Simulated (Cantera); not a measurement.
Input: 1 mol borazine, 4.2 mol N₂, held at 1898.15 K and 39.0 Pa.

These are equilibrium values from Cantera (NASA tables, ideal gas, pure condensed phases), not measurements of a reactor. Candidate condensed phases: B, BN; 15 gas species. The feed counts by its element totals alone. The tables' values for BH₂ are old estimates; treat these amounts as uncertain. The numbers say what is thermodynamically allowed, not how fast it happens.

Base state: N₂ 0.576, H₂ 0.399, H 0.0250, BH₂ 3.27e-5, B 1.86e-5 (mole fractions); condensed: BN(s).

**Question.** What changes in the equilibrium state with this change: temperature from 1898.15 K to 1498 K?

**Answer.** 
```csv
species,before,after
N₂,0.576,0.583
H₂,0.399,0.416
H,0.0250,0.000561
BH₂,3.27e-5,1.92e-8
B,1.86e-5,<1e-9
"BN(s), mol",3.00,3.00
```

**Question.** What changes in the equilibrium state with this change: temperature from 1898.15 K to 1623.15 K?

**Answer.** 
```csv
species,before,after
N₂,0.576,0.583
H₂,0.399,0.415
H,0.0250,0.00226
BH₂,3.27e-5,2.97e-7
B,1.86e-5,3.28e-9
"BN(s), mol",3.00,3.00
```
